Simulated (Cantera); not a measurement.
A freely propagating, adiabatic, planar premixed flame of H2 : O2 : N2 = 1 : 0.2 : 0.752 (molar parts), unburnt at 675 K and 1.80 bar; mixture-averaged transport, grid criteria slope 0.08 and curve 0.16, no radiation.

Computed with Cantera and the H2/O2 subset of GRI-Mech 3.0, which has no nitrogen chemistry. Burning velocities carry a grid error of a few per cent, more on coarse grids.

Q: Predict: laminar burning velocity; thermal thickness; peak x(HO2); peak x(H); peak x(OH).

A: laminar burning velocity: 1090 cm/s
thermal thickness: 0.233 mm
peak x(HO2): 0.000310
peak x(H): 0.0794
peak x(OH): 0.00299
